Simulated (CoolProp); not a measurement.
A closed Brayton cycle with dry air: compressor inlet 331.15 K and 6.2 MPa, high pressure 19 MPa, turbine inlet 800 K, compressor efficiency 0.85, turbine efficiency 0.85, recuperator effectiveness 0.9 (on enthalpy, no pinch check). Each further row changes one setting.

Values from CoolProp's reference Helmholtz-energy equation of state, Lemmon 2000. It is a pseudo-pure fit of the blend.

| case | thermal efficiency (%) | net work (kJ/kg) | compressor to turbine work | compressor exit (K) | turbine exit (K) |
|---|---|---|---|---|---|
| as stated | [?] | 44.0 | 0.78 | 479.1 | 624.1 |
| turbine inlet 750 K | 15.8 | 31.5 | 0.83 | 479.1 | 583.4 |
| compressor inlet 341.15 K | 18.2 | [?] | 0.80 | [?] | 624.1 |
| high pressure 16.1 MPa | 22.7 | 44.5 | 0.74 | 454.2 | 647.3 |
| recuperator effectiveness 0.5 | 15.8 | 44.0 | 0.78 | 479.1 | 624.1 |

Q: Some entries are withheld; supply them.

A: 
- as stated, thermal efficiency (%): 20.3
- compressor inlet 341.15 K, net work (kJ/kg): 39.1
- compressor inlet 341.15 K, compressor exit (K): 493.2
